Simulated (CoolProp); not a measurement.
Saturation properties of CHF3 (R23) (Tc = 26.1 °C, pc = 48.32 bar, ω = 0.263).

Model: reference Helmholtz-energy equation of state, Penoncello 2003, in CoolProp.

```tsv
T (°C)	p (bar)	vapour density (kg/m³)	surface tension (mN/m)	liquid viscosity (µPa s)	liquid conductivity (mW/(m K))
-71.85	1.763	7.852	14.9	…	127
-61.45	…	12.68	13.0	223	119
-50.95	4.606	19.67	11.1	…	111
-40.55	…	29.37	9.25	167	105
-30.05	10.06	42.88	7.44	145	98.1
-19.65	…	61.28	5.72	125	91.6
-9.15	19.32	87.11	4.07	107	84.8
1.25	25.80	123.9	2.57	90.5	77.6
11.75	…	181.8	1.23	73.3	69.2
```

### Question
Some entries are withheld; supply them.

### Answer

- -71.85, liquid viscosity (µPa s): 260
- -61.45, p (bar): 2.920
- -50.95, liquid viscosity (µPa s): 193
- -40.55, p (bar): 6.922
- -19.65, p (bar): 14.11
- 11.75, p (bar): 33.91

It boils at -82.0 °C under 1 atm.

Viscosity comes from a separate model (Shan 2000). Thermal conductivity comes from a separate model (Shan 2000). Surface tension comes from a separate correlation (Mulero 2012).
